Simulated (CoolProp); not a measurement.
Hydrogen chloride along the isobar 35.1 bar: fugacity coefficient from the reference equation and from simpler models built on Tc = 324.7 K, pc = 83.14 bar, ω = 0.130; each cubic takes its own stable root.

Model: reference Helmholtz-energy equation of state, Thol 2018, in CoolProp.

```
T (K)   phase  reference  van der Waals  Soave-Redlich-Kwong  Peng-Robinson
-----  ------  ---------  -------------  -------------------  -------------
176.4  liquid    0.01485         0.1188              0.01406        0.01457
182.8  liquid    0.02205         0.1459              0.02117        0.02174
189.2  liquid    0.03172         0.1765              0.03087        0.03145
195.5  liquid    0.04416         0.2102              0.04348        0.04399
201.9  liquid    0.06028         0.2481              0.05999        0.06032
208.3  liquid    0.08043         0.2895              0.08080        0.08082
214.6  liquid     0.1047         0.3338               0.1061         0.1056
221    liquid     0.1343         0.3822               0.1371         0.1360
227.4  liquid     0.1693         0.4339               0.1740         0.1720
233.7  liquid     0.2095         0.4879               0.2165         0.2133
240.1  liquid     0.2564         0.5457               0.2661         0.2617
246.4  liquid     0.3087         0.6052               0.3217         0.3156
252.8  liquid     0.3682         0.6680               0.3849         0.3770
```
